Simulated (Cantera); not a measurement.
## Catalytic stagnation flow on Pt

A jet of 3.91 % H₂, 12.7 % O₂, 83.4 % N₂ at 300 K and 8000 Pa hits a platinum plate 2.6 cm away at a mass flux of 0.033 kg/m²/s; the plate temperature is set and raised in steps from an oxygen-covered start.

Model: Deutschmann's 1995 Pt surface mechanism with GRI-Mech 3.0 gas chemistry, integrated in Cantera. Catalytic surfaces can have several steady states; this one follows from the mechanism file's or the stated starting coverage.

```tsv
plate T (K)	wall x H₂	wall x O₂	wall x H₂O	wall x OH	θ free Pt	θ O*	θ OH*
500	0.00367	0.0889	0.0692	<1e-8	0.0605	0.917	0.0226
550	0.00367	0.0891	0.0686	<1e-8	0.0641	0.923	0.0129
600	0.00367	0.0893	0.0680	<1e-8	0.0675	0.924	0.00807
650	0.00366	0.0894	0.0676	<1e-8	0.0710	0.924	0.00538
700	0.00357	0.0894	0.0673	<1e-8	0.0762	0.920	0.00384
```
x: mole fraction at the wall; θ: surface coverage.
